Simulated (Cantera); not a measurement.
Cantera run:

```python
import numpy as np
import cantera as ct

gas_names = """
    H2O2 P4 H2
""".split()
cond_names = """
    P4O10(s)
""".split()


def load(file, names, dense=False):
    # The tables refer to 1 bar. Condensed volumes are neglected.
    table = {s.name: s for s in ct.Species.list_from_file(file)}
    out = []
    for n in names:
        d = dict(table[n].input_data)
        d["thermo"] = dict(d["thermo"], **{"reference-pressure": 1e5})
        if dense:
            d["equation-of-state"] = {"model": "constant-volume", "density": "1e6 g/cm^3"}
        out.append(ct.Species.from_dict(d))
    return out


species = {s.name: s for s in load("nasa_gas.yaml", gas_names) + load("nasa_condensed.yaml", cond_names)}
# Each term lists the table entries of one substance; the one whose range holds T is used.
reactions = {
    '5 H2O2(g) + P4(g) = 5 H2(g) + P4O10':
        [(-5, ['H2O2']), (-1, ['P4']), (5, ['H2']), (1, ['P4O10(s)'])],
}


def pick(names, T):
    return next(species[n] for n in names if species[n].thermo.min_temp <= T <= species[n].thermo.max_temp)


results = []
for label, terms in reactions.items():
    print(label)
    print("     T/K   dH/kJ  dS/(J/K)   dG/kJ   log10 K")
    for T in [300, 450, 500, 550, 600, 650]:
        used = [(nu, pick(names, T)) for nu, names in terms]
        dH = sum(nu * s.thermo.h(T) for nu, s in used) / 1e6
        dS = sum(nu * s.thermo.s(T) for nu, s in used) / 1e3
        dG = dH - T * dS / 1e3
        logK = -dG * 1e6 / (ct.gas_constant * T * np.log(10))
        results.append((label, T, dH, dS, dG, logK, [s.name for _, s in used]))
        print(f"{T:8g} {dH:8.1f} {dS:8.1f} {dG:8.1f} {logK:8.2f}")
```

Result:

```
5 H2O2(g) + P4(g) = 5 H2(g) + P4O10
     T/K   dH/kJ  dS/(J/K)   dG/kJ   log10 K
     300  -2387.2   -570.0  -2216.2   385.87
     450  -2372.9   -531.7  -2133.6   247.66
     500  -2367.1   -519.6  -2107.4   220.15
     550  -2361.0   -507.8  -2081.7   197.70
     600  -2354.3   -496.3  -2056.6   179.04
     650  -2347.3   -485.1  -2032.0   163.29
```

Source: NASA polynomial tables (part measured, part estimated), evaluated in Cantera. Condensed species are held in their standard states even where they would react or evaporate.
